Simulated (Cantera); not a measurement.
A closed system holds: 1 mol CaO, 1.2 mol F2, 1.4 mol O2, held at 850 K and 750 Torr.

Cantera equilibrium calculation (NASA polynomials, part measured and part estimated; ideal gas, pure solids and liquids). Candidate condensed phases: Ca, CaF2, CaO; 13 gas species. Rates play no part.

Base state: O2 0.902, F2 0.0923, F 0.00521, FO2 0.000161 (mole fractions); condensed: CaF2(s).

### Question
What changes in the equilibrium state with this change: temperature from 850 K to 625 K?

### Answer
```json
[
 {"species": "O2", "before": "0.902", "after": "0.905"},
 {"species": "F2", "before": "0.0923", "after": "0.0952"},
 {"species": "FO2", "before": "0.000161", "after": "8.42e-5"},
 {"species": "F", "before": "0.00521", "after": "8.31e-5"},
 {"species": "CaF2(s), mol", "before": "1.00", "after": "1.00"}
]
```
